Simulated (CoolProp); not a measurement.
Saturation properties of CHF3 (R23).

The numbers come from the reference Helmholtz-energy equation of state, Penoncello 2003 in CoolProp.

```csv
T (°C),p (kPa),vapour density (kg/m³),surface tension (mN/m),liquid viscosity (µPa s)
-57.85,343.3,(withheld),12.4,212
-47.65,526.5,22.41,10.5,(withheld)
-37.45,775.8,32.92,8.71,160
-27.25,1105,47.27,(withheld),140
-17.05,(withheld),66.88,5.30,121
-6.85,(withheld),94.09,3.73,104
3.35,2729,133.3,2.28,87.1
13.55,3548,195.4,1.02,70.2
```

### Question
Some entries are withheld; supply them.

### Answer

- -57.85, vapour density (kg/m³): 14.80
- -47.65, liquid viscosity (µPa s): 184
- -27.25, surface tension (mN/m): 6.97
- -17.05, p (kPa): 1529
- -6.85, p (kPa): 2064

It boils at -82.0 °C under 1 atm.

Viscosity comes from a separate model (Shan 2000). Surface tension comes from a separate correlation (Mulero 2012).
